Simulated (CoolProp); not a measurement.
n-pentane at several states: Z from the reference equation and from simpler models built on Tc = 469.7 K, pc = 3.368 MPa, ω = 0.251; each cubic takes its own stable root.

Model: reference Helmholtz-energy equation of state, Thol 2019, in CoolProp.

```
T (K)  p (MPa)   phase  reference
-----  -------  ------  ---------
414.1    0.182     gas     0.9711
593.5    0.644     gas     0.9711
246.3   0.0313  liquid   0.001644
510.9   0.0108     gas     0.9992
```

How far does each simpler model (van der Waals, Redlich-Kwong, Soave-Redlich-Kwong, Peng-Robinson) lie from the reference over these 4 states: mean and median of the absolute difference, and the worst?


- van der Waals: mean 14996.6 %, median 0.5 %, worst +59985.2 % at 246.3 K and 0.0313 MPa
- Redlich-Kwong: mean 3.3 %, median 0.3 %, worst +12.5 % at 246.3 K and 0.0313 MPa
- Soave-Redlich-Kwong: mean 2.6 %, median 0.1 %, worst +10.0 % at 246.3 K and 0.0313 MPa
- Peng-Robinson: mean 0.7 %, median 0.3 %, worst -2.3 % at 246.3 K and 0.0313 MPa

At some of these states van der Waals gives the other phase, because its saturation line lies elsewhere.
